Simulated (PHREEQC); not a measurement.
**Acid mine or pickling water: speciation**

Synthetic water in mmol/kgw, 87 °C, pH 3.58, pe 10.4:

```
constituent  mmol/kgw
-----------  --------
Na               2.44
K                1.83
Ca               1.23
Mg               1.98
Cl               3.38
S(6)             3.99
Mn(2)         0.00579
N(5)            0.176
Cu(2)          0.0348
```

Valence states are taken as typed.

The numbers come from PHREEQC with the ion-association model, phreeqc.dat.

Each row changes one thing in this solution. Precipitation was switched off in this run.

| case | ionic strength (mol/kgw) | SO4-2 (mol/kgw) | Mg+2 (mol/kgw) | Ca+2 (mol/kgw) | HSO4- (mol/kgw) | Cu+2 (mol/kgw) | SI of Gypsum (CaSO4:2H2O) | SI of Sylvite (KCl) |
|---|---|---|---|---|---|---|---|---|
| as made | 0.0135 | 0.00257 | 0.00110 | 0.000993 | 0.000223 | 2.61e-5 | -1.27 | -6.49 |
| temperature from 87 to 75 °C at the same typed pH | 0.0139 | 0.00270 | ? | 0.000993 | 0.000168 | 2.65e-5 | -1.30 | -6.45 |
| all concentrations times 2 at the same typed pH | ? | 0.00469 | 0.00188 | 0.00186 | 0.000366 | 4.69e-5 | -0.86 | -5.93 |
| Ca from 1.23 to 3.69 mmol/kgw | ? | ? | 0.00120 | 0.00309 | 0.000195 | 2.71e-5 | -0.86 | ? |

Task: Fill in the missing entries.

Result: 
- temperature from 87 to 75 °C at the same typed pH, Mg+2 (mol/kgw): 0.00117
- all concentrations times 2 at the same typed pH, ionic strength (mol/kgw): 0.0251
- Ca from 1.23 to 3.69 mmol/kgw, ionic strength (mol/kgw): 0.0175
- Ca from 1.23 to 3.69 mmol/kgw, SO4-2 (mol/kgw): 0.00234
- Ca from 1.23 to 3.69 mmol/kgw, SI of Sylvite (KCl): -6.51

At this temperature some constants are extrapolated from 25 °C, and those without enthalpy data are left unchanged.
